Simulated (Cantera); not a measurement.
**Hydrocarbon pyrolysis for carbon deposition**

An isothermal, constant-pressure homogeneous reactor starts with CH₄ : H₂ = 1.8 : 19 (molar parts), at 1775 K and 5.48 Torr.

Cantera simulation using GRI-Mech 3.0 (53 species, 325 reactions); the numbers are that mechanism's predictions, not measurements. GRI-Mech 3.0 stops at C3 and has no aromatics, soot or wall deposition, so with more carbon than oxygen in the feed, carbon stays in small species such as C2H2 where larger ones or solid carbon would form. Radical loss at walls, strong at low pressure, is not modelled.

```csv
t (s),x CH₄,x H₂,x C₂H₂,x CH₂,x CH₃,x C₂H,x H
2.00e-5,0.0865,0.913,<1e-12,<1e-12,8.87e-7,<1e-12,7.40e-7
8.98e-5,0.0865,0.913,<1e-12,5.51e-12,4.46e-6,<1e-12,2.85e-6
0.000403,0.0865,0.913,4.23e-12,2.12e-10,2.12e-5,<1e-12,1.16e-5
0.00181,0.0864,0.913,2.50e-9,5.38e-9,9.63e-5,<1e-12,5.10e-5
0.00814,0.0860,0.913,1.54e-6,1.08e-7,0.000433,3.03e-12,0.000229
0.0366,0.0820,0.914,0.000765,1.59e-6,0.00180,6.59e-9,0.00100
0.164,0.0493,0.931,0.0159,2.75e-6,0.00187,2.37e-7,0.00177
0.737,0.0132,0.950,0.0333,1.47e-6,0.000643,6.31e-7,0.00229
3.31,0.00192,0.956,0.0388,4.28e-7,0.000125,9.81e-7,0.00308
14.9,0.000317,0.957,0.0396,8.46e-8,2.22e-5,1.08e-6,0.00333
66.8,0.000104,0.957,0.0397,2.82e-8,7.35e-6,1.09e-6,0.00334
300,9.48e-5,0.957,0.0397,2.57e-8,6.68e-6,1.09e-6,0.00334
```
x: mole fraction; the columns are a selection and need not sum to one.

Equilibrium at this temperature and pressure: CH₄ 9.48e-5, H₂ 0.957, C₂H₂ 0.0397, CH₂ 2.57e-8, CH₃ 6.68e-6, C₂H 1.09e-6, H 0.00334 (gas phase only).
